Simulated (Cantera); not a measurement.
Input: 1 mol AlN, 0.095 mol HCl, 0.36 mol O2, at 6.10 bar.

Cantera equilibrium calculation (NASA polynomials, part measured and part estimated; ideal gas, pure solids and liquids). Candidate condensed phases: Al, AlCl3, AlN, Al2O3, H2O, NH4Cl; 45 gas species. Mutual solubility and eutectic melting of coexisting phases are not modelled. Kinetics and transport are ignored.

Over these rows the condensed part is AlN(s) + Al2O3(s). Partial pressures as log10 of bar:

```tsv
T (K)	1000/T (1/K)	log p AlCl	log p N2	log p H2	log p AlCl3	log p HCl
1273	0.7855	-6.08	0.66	-0.16	-0.34	-0.47
1323	0.7559	-5.54	0.66	-0.16	-0.33	-0.48
1373	0.7283	-5.04	0.66	-0.15	-0.33	-0.48
1423	0.7027	?	0.66	-0.15	-0.33	-0.49
1473	0.6789	-4.15	0.66	-0.15	-0.33	-0.49
1523	0.6566	-3.75	0.66	-0.15	-0.33	-0.50
```

Q: Fit log p(AlCl) = a + b·(1000/T) to the five rows, give the apparent enthalpy, and predict the row at 1423 K.

A: Means: 1000/T = 0.7210, log p = -4.912. Sxy = -0.205101, Sxx = 0.0113513, so b = -18.07 and a = -4.912 − (-18.07)×0.7210 = 8.12.
Apparent enthalpy: −19.145 × (-18.07) = 346 kJ/mol. With the condensed phases at unit activity, 2/3 AlN(s) + 1/3 AlCl3(g) = AlCl(g) + 1/3 N2(g) links this pressure to the main gases: over the six rows their terms move log p by +0.00 in all, so the slope is close to that reaction's ΔH°. The five rows lie within 0.01 of the line.
Prediction at 1423 K: 8.12 + (-18.07)×0.7027 = -4.58. The computed value is -4.58, 0.00 from the line.
